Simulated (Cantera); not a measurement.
**Fe + SO₂ + N₂ (metals in furnace atmospheres)**

Feed: 1 mol Fe, a varied amount of SO₂, 15 mol N₂, held at 1800 °C and 51.0 Pa.

These are equilibrium values from Cantera (NASA tables, ideal gas, pure condensed phases), not measurements of a reactor. Candidate condensed phases: Fe, FeO, FeS, FeSO₄, FeS₂, Fe₂O₃, Fe₂(SO₄)₃, Fe₃O₄, S; 19 gas species. Kinetics and transport are ignored.

```tsv
n(SO₂) (mol)	x N₂	x Fe	x SO₂	x SO	x FeO
0.16	0.926	0.0602	0.00609	0.00323	0.00153
0.2	0.924	0.0599	0.00794	0.00379	0.00170
0.26	0.920	0.0594	0.0108	0.00454	0.00190
0.32	0.916	0.0590	0.0137	0.00524	0.00208
0.41	0.910	0.0584	0.0180	0.00618	0.00230
0.52	0.904	0.0578	0.0234	0.00723	0.00252
0.65	0.896	0.0570	0.0297	0.00835	0.00274
0.82	0.886	0.0562	0.0380	0.00968	0.00298
1	0.876	0.0553	0.0467	0.0110	0.00318
```
x: gas mole fraction; nothing condenses.

From 0.16 mol SO₂ to 1 mol SO₂ nothing is condensed. The main Fe-bearing gas is Fe throughout.
